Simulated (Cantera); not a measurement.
Charge: 1 mol HCl, 0.067 mol H₂O, 2.7 mol H₂, at 0.0420 bar.

Equilibrium computed with Cantera from the NASA thermochemical tables; the gas is ideal and each condensed phase is pure. Candidate condensed phases: H₂O; 14 gas species. Kinetics and transport are ignored.

x: gas mole fraction; nothing condenses.

| T (°C) | x H₂ | x H | x HCl | x Cl | x H₂O |
|---|---|---|---|---|---|
| 1100 | 0.717 | 1.38e-5 | 0.265 | 4.22e-6 | 0.0178 |
| 1250 | 0.717 | [?] | 0.265 | [?] | 0.0178 |
| 1400 | 0.716 | 0.000470 | 0.265 | 0.000136 | 0.0178 |
| 1550 | 0.715 | 0.00179 | 0.265 | 0.000505 | 0.0178 |
| 1700 | 0.712 | 0.00556 | 0.263 | 0.00153 | 0.0177 |
| 1850 | 0.705 | 0.0147 | 0.259 | 0.00396 | 0.0176 |
| 2000 | 0.689 | 0.0340 | 0.251 | 0.00894 | 0.0173 |
| 2150 | 0.659 | 0.0702 | 0.236 | 0.0179 | 0.0166 |
| 2300 | [?] | [?] | [?] | [?] | 0.0155 |
| 2450 | 0.535 | 0.221 | 0.178 | 0.0511 | 0.0135 |
| 2600 | 0.437 | 0.339 | 0.137 | 0.0730 | 0.0105 |

Question: Complete the blanks.

Answer: 
- 2300, x H₂: 0.609
- 2300, x H: 0.131
- 2300, x HCl: 0.212
- 2300, x Cl: 0.0319
- 1250, x H: 9.55e-5
- 1250, x Cl: 2.84e-5
